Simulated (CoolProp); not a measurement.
Properties of nitrous oxide along the isotherm 315.6 K.

The numbers come from the reference Helmholtz-energy equation of state, Lemmon 2006 in CoolProp. It is a short technical equation, of lower accuracy than the large ones.

| p (kPa) | phase | cp (kJ/(kg K)) | cv (kJ/(kg K)) | speed of sound (m/s) | fugacity coefficient |
|---|---|---|---|---|---|
| 906 | gas | 0.9471 | 0.7199 | 268.2 | 0.9596 |
| 1810 | gas | 1.014 | 0.7369 | 261.2 | 0.9200 |
| 2720 | gas | 1.103 | 0.7572 | 253.7 | 0.8805 |
| 3620 | gas | 1.224 | … | 245.8 | 0.8419 |
| 4530 | gas | 1.403 | … | 237.2 | 0.8031 |
| 5430 | gas | 1.690 | 0.8495 | 227.7 | 0.7647 |
| 6340 | gas | 2.254 | 0.9019 | 216.9 | 0.7255 |
| 7240 | gas | 3.870 | 0.9812 | 204.2 | 0.6856 |
| 8150 | supercritical | … | 1.105 | 195.0 | 0.6414 |
| 9060 | supercritical | 5.958 | 0.9890 | 265.9 | 0.5935 |
| 9960 | supercritical | 4.004 | 0.9544 | 315.0 | 0.5527 |
| 10900 | supercritical | 3.302 | … | … | 0.5168 |

What belongs in the gaps?


- 3620, cv (kJ/(kg K)): 0.7814
- 4530, cv (kJ/(kg K)): 0.8115
- 8150, cp (kJ/(kg K)): 17.32
- 10900, cv (kJ/(kg K)): 0.9379
- 10900, speed of sound (m/s): 351.3

The peak of cp marks the crossing from liquid-like to gas-like fluid above the critical point.
